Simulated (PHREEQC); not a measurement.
Make-up at 55 °C: 3.1 mmol/kgw HF and 100 mmol/kgw NaF. Closed to the air; pH follows from the charge balance.

The numbers come from PHREEQC with the ion-association model, wateq4f.dat.

Each row changes one thing in this solution. This is a speciation only: nothing precipitates in the calculation.

```csv
case,pH,ionic strength (mol/kgw),F- (mol/kgw),HF (mol/kgw),HF2- (mol/kgw),H2F2 (mol/kgw)
as made,4.94,0.0970,0.0960,0.00215,0.000925,3.95e-6
NaF replaced by NaHF2 at the same molality,3.31,0.0982,0.0746,0.0705,0.0236,0.00423
diluted 10-fold with water,4.92,0.00997,0.00996,0.000284,1.24e-5,6.74e-8
HF from 0.0031 to 0.0155 mol/kgw,4.23,0.0971,0.0927,0.0108,0.00446,9.87e-5
HF replaced by HBF4 at the same molality,4.74,0.0971,0.0927,0.00331,0.00137,9.35e-6
NaF replaced by AgF at the same molality,4.92,0.0928,0.0919,0.00218,0.000896,4.05e-6
```

At this temperature some constants are extrapolated from 25 °C, and those without enthalpy data are left unchanged. Real BF4- forms and hydrolyses slowly; the run takes it at equilibrium.
